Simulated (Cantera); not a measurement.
**Premixed flame**

A freely propagating, adiabatic, planar premixed flame of 21.5 % H2, 18.2 % O2, 60.3 % N2, equivalence ratio 0.59, unburnt at 425 K and 760 Torr; multicomponent transport, grid criteria slope 0.08 and curve 0.16, no radiation.

Detailed kinetics in Cantera: the H2/O2 subset of GRI-Mech 3.0, which has no nitrogen chemistry. Burning velocities carry a grid error of a few per cent, more on coarse grids. Lean hydrogen flames are cellular in practice and burn faster than this planar one.

```json
[
 {"z (mm)": "-1.05", "T (K)": "425", "u (m/s)": "2.15", "x H2": "0.215", "x O2": "0.182", "x HO2": "<1e-8", "x H": "<1e-8", "x O": "<1e-8", "x H2O": "<1e-8"},
 {"z (mm)": "-0.700", "T (K)": "425", "u (m/s)": "2.15", "x H2": "0.215", "x O2": "0.182", "x HO2": "<1e-8", "x H": "<1e-8", "x O": "<1e-8", "x H2O": "2.01e-7"},
 {"z (mm)": "-0.525", "T (K)": "425", "u (m/s)": "2.15", "x H2": "0.214", "x O2": "0.182", "x HO2": "1.66e-7", "x H": "<1e-8", "x O": "<1e-8", "x H2O": "3.44e-6"},
 {"z (mm)": "-0.350", "T (K)": "426", "u (m/s)": "2.15", "x H2": "0.211", "x O2": "0.183", "x HO2": "2.96e-6", "x H": "<1e-8", "x O": "5.32e-8", "x H2O": "4.98e-5"},
 {"z (mm)": "-0.175", "T (K)": "478", "u (m/s)": "2.35", "x H2": "0.187", "x O2": "0.187", "x HO2": "0.000258", "x H": "1.83e-5", "x O": "5.25e-6", "x H2O": "0.00373"},
 {"z (mm)": "-0.0875", "T (K)": "750", "u (m/s)": "3.57", "x H2": "0.143", "x O2": "0.180", "x HO2": "0.000308", "x H": "0.00172", "x O": "0.000235", "x H2O": "0.0336"},
 {"z (mm)": "0", "T (K)": "1134", "u (m/s)": "5.28", "x H2": "0.0815", "x O2": "0.150", "x HO2": "0.000144", "x H": "0.00949", "x O": "0.00292", "x H2O": "0.100"},
 {"z (mm)": "0.0875", "T (K)": "1412", "u (m/s)": "6.53", "x H2": "0.0345", "x O2": "0.113", "x HO2": "8.32e-5", "x H": "0.0154", "x O": "0.00786", "x H2O": "0.165"},
 {"z (mm)": "0.175", "T (K)": "1569", "u (m/s)": "7.24", "x H2": "0.0167", "x O2": "0.0946", "x HO2": "5.67e-5", "x H": "0.0143", "x O": "0.00987", "x H2O": "0.194"},
 {"z (mm)": "0.350", "T (K)": "1724", "u (m/s)": "7.91", "x H2": "0.00972", "x O2": "0.0871", "x HO2": "3.66e-5", "x H": "0.00885", "x O": "0.00846", "x H2O": "0.210"},
 {"z (mm)": "0.700", "T (K)": "1851", "u (m/s)": "8.44", "x H2": "0.00614", "x O2": "0.0851", "x HO2": "2.12e-5", "x H": "0.00389", "x O": "0.00526", "x H2O": "0.220"},
 {"z (mm)": "1.40", "T (K)": "1937", "u (m/s)": "8.78", "x H2": "0.00308", "x O2": "0.0847", "x HO2": "1.05e-5", "x H": "0.00125", "x O": "0.00257", "x H2O": "0.227"},
 {"z (mm)": "2.80", "T (K)": "1983", "u (m/s)": "8.96", "x H2": "0.00123", "x O2": "0.0851", "x HO2": "4.82e-6", "x H": "0.000301", "x O": "0.00102", "x H2O": "0.232"}
]
```
x: mole fraction of selected species; z is measured from the peak of heat release.

```yaml
laminar_burning_velocity: 215 cm/s
thermal_thickness: 0.350 mm
peak x(HO2): 0.000418
peak x(H): 0.0156
peak x(O): 0.00990
grid_points: 111
```
